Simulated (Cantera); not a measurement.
Feed: 1 mol Si, a varied amount of NF₃, 2.8 mol N₂, equilibrated at 600 K and 10.0 mbar.

Method: chemical equilibrium by Gibbs-energy minimisation in Cantera with the NASA 1993 tables (ideal gas, pure condensed phases). Candidate condensed phases: Si, Si₃N₄; 16 gas species. Equilibrium is a limit: real reactors are often held back by kinetics, nucleation or transport.

log p: log10 of the partial pressure in bar; n: condensed amount in mol.

| n(NF₃) (mol) | log p N₂ | log p NF₃ | log p SiF₄ | log p F₂ | n Si₃N₄(s) |
|---|---|---|---|---|---|
| 0.66 | -2.07 | <-14 | -2.82 | <-14 | 0.168 |
| 0.82 | -2.08 | <-14 | -2.76 | <-14 | [?] |
| 1 | -2.09 | <-14 | -2.71 | <-14 | 0.0833 |
| 1.3 | -2.11 | <-14 | -2.66 | <-14 | 0.00833 |
| 1.6 | -2.14 | -3.28 | -2.68 | -4.25 | 0 |
| 2 | -2.17 | [?] | -2.71 | [?] | 0 |
| 2.5 | -2.21 | -2.71 | -2.75 | -3.85 | 0 |
| 3.1 | -2.26 | -2.57 | -2.80 | -3.74 | 0 |
| 3.8 | -2.30 | -2.47 | -2.85 | -3.66 | 0 |
| 4.7 | -2.35 | -2.39 | -2.90 | -3.59 | 0 |
| 5.9 | -2.41 | -2.32 | -2.96 | -3.52 | 0 |

### Question
What belongs in the gaps?

### Answer

- 0.82, n Si₃N₄(s): 0.128
- 2, log p NF₃: -2.91
- 2, log p F₂: -3.99
